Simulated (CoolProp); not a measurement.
Values from CoolProp's reference Helmholtz-energy equation of state, Wagner 2002.

### Question
Give the vapour pressure (MPa), liquid density (kg/m³), surface tension (mN/m), liquid viscosity (µPa s) of saturated water at 339.1, 473.2 K.

### Answer
```
T (K)  p (MPa)  liquid density (kg/m³)  surface tension (mN/m)  liquid viscosity (µPa s)
-----  -------  ----------------------  ----------------------  ------------------------
339.1   0.0261                     980                    65.3                       427
473.2     1.56                     865                    37.5                       135
```

Viscosity comes from a separate model (Huber 2009). Surface tension comes from a separate correlation (Mulero 2012).
